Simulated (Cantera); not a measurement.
Feed: 1 mol CH3SiH3, 0.0057 mol C2H4, 61 mol H2, equilibrated at 1127 °C.

Cantera equilibrium calculation (NASA polynomials, part measured and part estimated; ideal gas, pure solids and liquids). Candidate condensed phases: C, C6H6, C7H8, C8H18, Si, SiC; 87 gas species. The feed counts by its element totals alone. Rates play no part.

x: gas mole fraction; n: condensed amount in mol.

```csv
P (Pa),x H2,x CH4,x H,x C2H2 (acetylene),n C(graphite),n SiC(s)
100,1.000,4.32e-6,0.000154,2.52e-6,0.0108,1.00
400,1.000,(withheld),(withheld),2.52e-6,(withheld),1.00
1600,1.000,(withheld),(withheld),2.52e-6,(withheld),1.00
6300,1.000,0.000176,1.94e-5,1.05e-6,0,1.00
25000,1.000,0.000178,9.73e-6,6.84e-8,0,1.000
100000,1.000,0.000178,4.86e-6,4.29e-9,0,1.000
```

Q: Fill in the missing entries.

A: 
- 1600, x CH4: 6.91e-5
- 1600, x H: 3.85e-5
- 1600, n C(graphite): 0.00665
- 400, x CH4: 1.73e-5
- 400, x H: 7.69e-5
- 400, n C(graphite): 0.00997
